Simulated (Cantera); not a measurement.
A closed system holds: 1 mol PbO, 6.9 mol CO, 1 mol N₂, 3 mol H₂, held at 450 °C and 0.100 bar.

Equilibrium computed with Cantera from the NASA thermochemical tables; the gas is ideal and each condensed phase is pure. Candidate condensed phases: C, C₆H₆, C₇H₈, C₈H₁₈, H₂O, Pb, PbO, PbO₂, Pb₃O₄; 139 gas species. Kinetics and transport are ignored.

Base state: CO₂ 0.418, H₂O 0.193, H₂ 0.183, N₂ 0.137, CO 0.0518, CH₄ 0.0177, NH₃ 2.02e-5 (mole fractions); condensed: C(graphite) + Pb(l).

Q: What changes in the equilibrium state with this change: H₂ from 3 to 0.61 mol?

A: 
```tsv
species	before	after
CO₂	0.418	0.647
N₂	0.137	0.180
CO	0.0518	0.0645
H₂	0.183	0.0464
H₂O	0.193	0.0609
CH₄	0.0177	0.00115
NH₃	2.02e-5	2.97e-6
C(graphite), mol	3.33	2.93
Pb(l), mol	1.00	1.00
```

Q: What changes in the equilibrium state with this change: CO from 6.9 to 1 mol?

A: 
```tsv
species	before	after
H₂	0.183	0.357
N₂	0.137	0.231
H₂O	0.193	0.199
CO₂	0.418	0.117
CH₄	0.0177	0.0678
CO	0.0518	0.0274
NH₃	2.02e-5	7.18e-5
C(graphite), mol	3.33	0.0788
Pb(l), mol	1.00	1.00
```
